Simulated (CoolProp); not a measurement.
1-butene at several states: density (kg/m³) from the reference equation and from simpler models built on Tc = 419.3 K, pc = 4006 kPa, ω = 0.192; each cubic takes its own stable root.

Values from CoolProp's reference Helmholtz-energy equation of state, Lemmon 2005. It is a short technical equation, of lower accuracy than the large ones.

| T (K) | p (kPa) | phase | reference |
|---|---|---|---|
| 292.8 | 2250 | liquid | 598.3 |
| 256 | 7060 | liquid | 645.7 |
| 264.1 | 722 | liquid | 629.6 |
| 348.1 | 140 | gas | 2.777 |
| 218.7 | 20700 | liquid | 694.0 |
| 225.4 | 65.9 | liquid | 671.4 |

Q: How far does each simpler model (Redlich-Kwong, Soave-Redlich-Kwong, Peng-Robinson) lie from the reference over these 6 states: mean and median of the absolute difference, and the worst?

A: 
- Redlich-Kwong: mean 7.4 %, median 8.5 %, worst -9.7 % at 292.8 K and 2250 kPa
- Soave-Redlich-Kwong: mean 5.9 %, median 7.1 %, worst -7.4 % at 225.4 K and 65.9 kPa
- Peng-Robinson: mean 3.9 %, median 4.6 %, worst +5.1 % at 256 K and 7060 kPa
